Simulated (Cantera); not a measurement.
Charge: 1 mol Si, 4.9 mol HCl, 18 mol H2, held at 350 °C and 1 atm.

These are equilibrium values from Cantera (NASA tables, ideal gas, pure condensed phases), not measurements of a reactor. Candidate condensed phases: Si; 19 gas species. The numbers say what is thermodynamically allowed, not how fast it happens.

Base state: H2 0.913, SiCl4 0.0456, HCl 0.0411, SiHCl3 4.70e-5 (mole fractions); condensed: gas only.

**Question.** What changes in the equilibrium state with this change: HCl from 4.9 to 0.51 mol?

**Answer.** 
| species | before | after |
|---|---|---|
| H2 | 0.913 | 0.992 |
| SiHCl3 | 4.70e-5 | 0.00496 |
| SiCl4 | 0.0456 | 0.00300 |
| HCl | 0.0411 | 2.79e-5 |
| SiH2Cl2 | 2.61e-9 | 0.000440 |
| Si(s), mol | 0 | 0.846 |
